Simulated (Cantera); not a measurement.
# Silicon oxide and oxynitride deposition: TEOS + N₂O + H₂ + O₃

Input: 1 mol TEOS, 1.2 mol N₂O, 0.21 mol H₂, a varied amount of O₃, held at 1723.15 K and 1300 Pa.

Method: chemical equilibrium by Gibbs-energy minimisation in Cantera with the NASA 1993 tables (ideal gas, pure condensed phases). Candidate condensed phases: C, C₆H₆, C₇H₈, C₈H₁₈, H₂O, Si, SiC, SiO₂, Si₂N₂O, Si₃N₄; 151 gas species. The feed counts by its element totals alone. The tables hold silica as quartz up to 1696 K and as liquid above; real silica turns to tridymite and cristobalite and melts near 1996 K. Equilibrium is a limit: real reactors are often held back by kinetics, nucleation or transport.

```csv
n(O₃) (mol),log p H₂,log p H₂O,log p CO,log p CO₂,log p O₂,log p N₂,n C(graphite),n SiC(s),n SiO₂(condensed)
0.31,-2.12,-7.84,-2.34,-8.61,<-13,-3.05,0.907,0.973,0
1.7,-2.18,-3.75,-2.28,-4.39,-12.33,-3.10,0,0,0.974
3.1,-2.35,-2.63,-2.33,-3.16,-9.76,-3.10,0,0,0.999
4.5,-2.58,-2.38,-2.43,-2.78,-8.80,-3.10,0,0,1.000
5.9,-2.91,-2.25,-2.63,-2.52,-7.87,-3.10,0,0,1.000
7.3,-3.68,-2.18,-3.27,-2.32,-6.19,-3.10,0,0,1.000
8.7,-5.28,-2.20,-4.84,-2.31,-3.02,-3.13,0,0,1.000
```
log p: log10 of the partial pressure in bar; n: condensed amount in mol.

At 0.31 mol O₃ the condensed part is C(graphite) + SiC(s). From 1.7 mol O₃ to 8.7 mol O₃ the condensed part is SiO₂(condensed).
